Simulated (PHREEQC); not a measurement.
1 kg of water holding 0.022 mol SrCl2 and 0.019 mol KCl is evaporated at 30 °C; the solids stay in contact with the brine. CO2 from the air is kept out. Only these solids could form: Sylvite.

The series has 26 steps of water left (kg), from 1 to 0.007426.

Model: Pitzer model, pitzer.dat, run in PHREEQC.

### Question
Which solids form, in which order, and at which step of the series does each first stand?

### Answer
Sylvite from water left = 0.00903 kg.

Complexes and solids missing from the database can't appear.
